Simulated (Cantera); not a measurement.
Charge: 1 mol Fe, 8.4 mol H2O, 8.3 mol N2, equilibrated at 625 K and 2.00 bar.

These are equilibrium values from Cantera (NASA tables, ideal gas, pure condensed phases), not measurements of a reactor. Candidate condensed phases: Fe, FeO, Fe(OH)2, Fe(OH)3, Fe2O3, Fe3O4, H2O; 27 gas species. Equilibrium is a limit: real reactors are often held back by kinetics, nucleation or transport.

Base state: N2 0.497, H2O 0.424, H2 0.0786, NH3 0.000855 (mole fractions); condensed: Fe3O4(s).

Q: What changes in the equilibrium state with this change: temperature from 625 K to 998 K?

A: 
```tsv
species	before	after
N2	0.497	0.497
H2O	0.424	0.443
H2	0.0786	0.0599
NH3	0.000855	1.22e-5
Fe3O4(s), mol	0.333	0
FeO(s), mol	0	1.00
```
The tables' stoichiometric FeO is somewhat more stable than real wüstite, so its field is too wide. FeO: taken at fixed stoichiometry.
